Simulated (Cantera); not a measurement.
Charge: 1 mol Si₂H₆, 0.05 mol HCl, 6.4 mol H₂, at 1448.15 K and 900 Pa.

These are equilibrium values from Cantera (NASA tables, ideal gas, pure condensed phases), not measurements of a reactor. Candidate condensed phases: Si; 19 gas species. The feed counts by its element totals alone. Kinetics and transport are ignored.

Base state: H₂ 0.995, HCl 0.00513, H 9.71e-5, SiCl₂ 8.14e-5 (mole fractions); condensed: Si(s).

Q: What changes in the equilibrium state with this change: HCl from 0.05 to 0.95 mol?

A: 
```
species      before     after
----------  -------  --------
H₂            0.995     0.922
HCl         0.00513    0.0636
SiCl₂       8.14e-5    0.0135
SiCl₄         <1e-9   2.43e-5
SiCl₃       1.40e-7  0.000299
SiHCl₃      1.46e-8   3.02e-5
H           9.71e-5   9.35e-5
Si(s), mol     2.00      1.86
```
The tables' values for SiCl₃ are old estimates; treat these amounts as uncertain.
